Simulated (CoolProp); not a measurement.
The numbers come from the reference Helmholtz-energy equation of state, Thol 2019 in CoolProp.

### Question
For tetradecamethylhexasiloxane (MD4M), give the phase and the cv (kJ/(kg K)), isothermal compressibility (1/MPa) at 438.3 K and 4150 kPa; 606.4 K and 695 kPa; 343.7 K and 96.6 kPa.

### Answer
- 438.3 K and 4150 kPa: liquid; cv 1.77, isothermal compressibility 0.00386
- 606.4 K and 695 kPa: liquid; cv 2.09, isothermal compressibility 0.0621
- 343.7 K and 96.6 kPa: liquid; cv 1.56, isothermal compressibility 0.00208
